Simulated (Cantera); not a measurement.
A perfectly stirred reactor is fed with 84.7 % NH3, 15.3 % N2, at 188 Torr; it is held at 1975 K, and followed from long to short residence time.

Cantera simulation using the gas-phase N/H chemistry of the illustrative SiF4/NH3 mechanism in the Surface Chemkin manual (1991); the numbers are that mechanism's predictions, not measurements. Walls and surfaces, which speed up NH3 decomposition in real reactors, are not modelled.

**Question.** Predict: x(NH3) at τ = 15.0 s; x(H2) at τ = 15.0 s; x(N) at τ = 15.0 s; x(H) at τ = 15.0 s; x(NH3) at τ = 0.100 s; x(N2H4) at τ = 0.100 s; x(H2) at τ = 0.100 s; x(N) at τ = 0.100 s; x(H) at τ = 0.100 s.

**Answer.** 
```
Quantity                   Value
----------------------  --------
x(NH3) at τ = 15.0 s     0.00769
x(H2) at τ = 15.0 s        0.681
x(N) at τ = 15.0 s       6.76e-7
x(H) at τ = 15.0 s       0.00135
x(NH3) at τ = 0.100 s      0.470
x(N2H4) at τ = 0.100 s   6.92e-8
x(H2) at τ = 0.100 s       0.306
x(N) at τ = 0.100 s      5.43e-7
x(H) at τ = 0.100 s     0.000158
```
